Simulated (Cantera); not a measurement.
Input (Python, Cantera) and output of one run.

```python
import numpy as np
import cantera as ct

gas_names = """
    Ca CaCL CaCL2 CaO Ca2 CL CLO CL2 N NO NO2 NO3 N2 N2O O O2 O3
""".split()
cond_names = """
    Ca(a) Ca(b) Ca(L) CaCL2(s) CaCL2(L) CaO(s) CaO(L)
""".split()


# ... load() reads the species with a 1 bar reference pressure and builds the phases ...
atoms = {
    'CaCl2': {'Ca': 1, 'CL': 2},
    'O2': {'O': 2},
    'N2': {'N': 2},
}
top_T = {}  # K; cautious upper limits of use, not melting points


# ... equilibrate(T, P, feed) seeds the gas with the atoms and calls Mixture.equilibrate('TP', solver="vcs", rtol=1e-11, max_steps=5000) ...
results = []
T = 1698.15  # K
P = 1333.22  # Pa
for m in [14, 22, 34, 53, 83, 130, 200, 310, 480]:
    feed = {'CaCl2': 1, 'O2': 0.31, 'N2': m}  # mol
    mix = equilibrate(T, P, feed)
    results.append((T, P, feed, dict(zip(mix.species_names, mix.species_moles))))

top = {s: max(r[3][s] / sum(r[3][g] for g in gas_names) for r in results) for s in gas_names}
cols = sorted((s for s in top if top[s] > 0.0001), key=lambda s: -top[s])[:6]
seen = [c for c in cond_names if any(r[3].get(c, 0) > 1e-12 for r in results)]
print("log10 of partial pressures in bar; condensed amounts in mol")
print(f"{'n(N2)':>10s}" + "".join(f"{s[:9]:>10s}" for s in cols + seen))
for T, P, feed, n in results:
    ng = sum(n[g] for g in gas_names)
    print(f"{feed['N2']:10.4g}" + "".join(f"{np.log10(max(n[s] / ng * P / 1e5, 1e-99)):10.3f}" for s in cols)
          + "".join(f"{n.get(c, 0):10.4g}" for c in seen))
```

Result:

```
log10 of partial pressures in bar; condensed amounts in mol
     n(N2)        N2     CaCL2        O2        CL        NO    CaO(s)
        14    -1.915    -3.094    -3.636    -3.896    -4.926   0.07359
        22    -1.901    -3.280    -3.827    -4.037    -5.014   0.08084
        34    -1.892    -3.464    -4.018    -4.176    -5.105   0.08865
        53    -1.886    -3.655    -4.216    -4.322    -5.201   0.09745
        83    -1.882    -3.851    -4.422    -4.471    -5.302    0.1072
       130    -1.880    -4.048    -4.631    -4.622    -5.405    0.1178
       200    -1.878    -4.239    -4.835    -4.768    -5.507    0.1288
       310    -1.877    -4.434    -5.047    -4.919    -5.612    0.1408
       480    -1.876    -4.630    -5.263    -5.071    -5.720    0.1534
```

Cantera equilibrium calculation (NASA polynomials, part measured and part estimated; ideal gas, pure solids and liquids). Condensed phases not in the tables: oxide chlorides.
